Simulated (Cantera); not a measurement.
Input (Python, Cantera) and output of one run.

```python
import numpy as np
import cantera as ct

gas_names = """
    O2 B2O3 CrO3
""".split()
cond_names = """
    Cr(cr) Cr(L) Cr2O3(s) Cr2O3(L) Nb(cr) Nb(L) NbO2(I) NbO2(II) NbO2(III) NbO2(L) V(cr) V(L) V2O5(s)
    V2O5(L) B(b) B(L) Ti(a) Ti(b) Ti(L) Ti3O5(a) Ti3O5(b) Ti3O5(L)
""".split()


# ... load() reads the species with a 1 bar reference pressure and builds the phases ...
species = {s.name: s for s in load("nasa_gas.yaml", gas_names) + load("nasa_condensed.yaml", cond_names)}
# Each term lists the table entries of one substance; the one whose range holds T is used.
reactions = {
    '1.333 Cr + O2(g) = 0.6667 Cr2O3':
        [(-1.3333333333333333, ['Cr(cr)', 'Cr(L)']), (-1, ['O2']), (0.6666666666666666, ['Cr2O3(s)', 'Cr2O3(L)'])],
    'Nb + O2(g) = NbO2':
        [(-1, ['Nb(cr)', 'Nb(L)']), (-1, ['O2']), (1, ['NbO2(I)', 'NbO2(II)', 'NbO2(III)', 'NbO2(L)'])],
    '0.8 V + O2(g) = 0.4 V2O5':
        [(-0.8, ['V(cr)', 'V(L)']), (-1, ['O2']), (0.4, ['V2O5(s)', 'V2O5(L)'])],
    '1.333 B + O2(g) = 0.6667 B2O3(g)':
        [(-1.3333333333333333, ['B(b)', 'B(L)']), (-1, ['O2']), (0.6666666666666666, ['B2O3'])],
    '0.6667 Cr + O2(g) = 0.6667 CrO3(g)':
        [(-0.6666666666666666, ['Cr(cr)', 'Cr(L)']), (-1, ['O2']), (0.6666666666666666, ['CrO3'])],
    '1.2 Ti + O2(g) = 0.4 Ti3O5':
        [(-1.2, ['Ti(a)', 'Ti(b)', 'Ti(L)']), (-1, ['O2']), (0.4, ['Ti3O5(a)', 'Ti3O5(b)', 'Ti3O5(L)'])],
}


def pick(names, T):
    return next(species[n] for n in names if species[n].thermo.min_temp <= T <= species[n].thermo.max_temp)


results = []
for label, terms in reactions.items():
    print(label)
    print("     T/K   dH/kJ  dS/(J/K)   dG/kJ   log10 K")
    for T in [1075, 1175, 1275, 1375, 1475, 1575, 1675]:
        used = [(nu, pick(names, T)) for nu, names in terms]
        dH = sum(nu * s.thermo.h(T) for nu, s in used) / 1e6
        dS = sum(nu * s.thermo.s(T) for nu, s in used) / 1e3
        dG = dH - T * dS / 1e3
        logK = -dG * 1e6 / (ct.gas_constant * T * np.log(10))
        results.append((label, T, dH, dS, dG, logK, [s.name for _, s in used]))
        print(f"{T:8g} {dH:8.1f} {dS:8.1f} {dG:8.1f} {logK:8.2f}")
```

Result:

```
1.333 Cr + O2(g) = 0.6667 Cr2O3
     T/K   dH/kJ  dS/(J/K)   dG/kJ   log10 K
    1075   -748.6   -168.8   -567.1    27.56
    1175   -748.1   -168.3   -550.3    24.46
    1275   -747.7   -168.1   -533.4    21.85
    1375   -747.7   -168.0   -516.6    19.63
    1475   -747.8   -168.1   -499.8    17.70
    1575   -748.2   -168.3   -483.0    16.02
    1675   -748.8   -168.7   -466.2    14.54
Nb + O2(g) = NbO2
     T/K   dH/kJ  dS/(J/K)   dG/kJ   log10 K
    1075   -782.7   -169.8   -600.2    29.16
    1175   -776.4   -164.1   -583.6    25.94
    1275   -774.3   -162.4   -567.3    23.24
    1375   -772.5   -161.0   -551.1    20.94
    1475   -770.8   -159.8   -535.1    18.95
    1575   -769.2   -158.8   -519.2    17.22
    1675   -767.7   -157.8   -503.3    15.70
0.8 V + O2(g) = 0.4 V2O5
     T/K   dH/kJ  dS/(J/K)   dG/kJ   log10 K
    1075   -584.3   -133.6   -440.8    21.42
    1175   -582.7   -132.1   -427.5    19.00
    1275   -581.2   -130.9   -414.3    16.97
    1375   -579.8   -129.8   -401.3    15.24
    1475   -578.5   -128.9   -388.3    13.75
    1575   -577.4   -128.2   -375.5    12.45
    1675   -576.3   -127.5   -362.7    11.31
1.333 B + O2(g) = 0.6667 B2O3(g)
     T/K   dH/kJ  dS/(J/K)   dG/kJ   log10 K
    1075   -559.7    -27.1   -530.6    25.78
    1175   -560.2    -27.5   -527.9    23.47
    1275   -560.7    -27.9   -525.1    21.51
    1375   -561.2    -28.3   -522.3    19.84
    1475   -561.7    -28.7   -519.5    18.40
    1575   -562.3    -29.0   -516.6    17.13
    1675   -562.9    -29.4   -513.7    16.02
0.6667 Cr + O2(g) = 0.6667 CrO3(g)
     T/K   dH/kJ  dS/(J/K)   dG/kJ   log10 K
    1075   -197.7    -47.9   -146.2     7.10
    1175   -198.2    -48.4   -141.4     6.29
    1275   -198.8    -48.9   -136.5     5.59
    1375   -199.6    -49.4   -131.6     5.00
    1475   -200.5    -50.0   -126.6     4.48
    1575   -201.5    -50.7   -121.6     4.03
    1675   -202.7    -51.4   -116.5     3.63
1.2 Ti + O2(g) = 0.4 Ti3O5
     T/K   dH/kJ  dS/(J/K)   dG/kJ   log10 K
    1075   -971.1   -166.7   -791.9    38.48
    1175   -975.2   -170.2   -775.2    34.46
    1275   -973.4   -168.8   -758.2    31.06
    1375   -971.6   -167.4   -741.4    28.17
    1475   -969.9   -166.2   -724.7    25.67
    1575   -968.1   -165.0   -708.2    23.49
    1675   -966.3   -163.9   -691.7    21.57
```

Standard-state values (1 bar) from the NASA 1993 polynomials, evaluated with Cantera. Condensed species are held in their standard states even where they would react or evaporate.
